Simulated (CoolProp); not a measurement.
R1234ze(Z) along the isotherm 440 K: fugacity coefficient from the reference equation and from simpler models built on Tc = 423.3 K, pc = 3.531 MPa, ω = 0.327; each cubic takes its own stable root.

Computed with CoolProp (reference Helmholtz-energy equation of state, Akasaka 2019).

| p (MPa) | phase | reference |
|---|---|---|
| 0.0167 | gas | 0.9985 |
| 0.0246 | gas | 0.9977 |
| 0.0361 | gas | 0.9967 |
| 0.053 | gas | 0.9951 |
| 0.0777 | gas | 0.9928 |
| 0.114 | gas | 0.9895 |
| 0.167 | gas | 0.9846 |
| 0.246 | gas | 0.9773 |
| 0.361 | gas | 0.9668 |
| 0.53 | gas | 0.9515 |
| 0.777 | gas | 0.9292 |
| 1.14 | gas | 0.8969 |
| 1.67 | gas | 0.8505 |
| 2.46 | gas | 0.7828 |
| 3.61 | supercritical | 0.6861 |
| 5.3 | supercritical | 0.5426 |

### Question
How far does each simpler model (Redlich-Kwong, Soave-Redlich-Kwong, Peng-Robinson) lie from the reference over these 16 states: mean and median of the absolute difference, and the worst?

### Answer
- Redlich-Kwong: mean 0.6 %, median 0.2 %, worst +3.1 % at 440 K and 5.3 MPa
- Soave-Redlich-Kwong: mean 1.0 %, median 0.3 %, worst +6.0 % at 440 K and 5.3 MPa
- Peng-Robinson: mean 0.1 %, median 0.0 %, worst +1.3 % at 440 K and 5.3 MPa
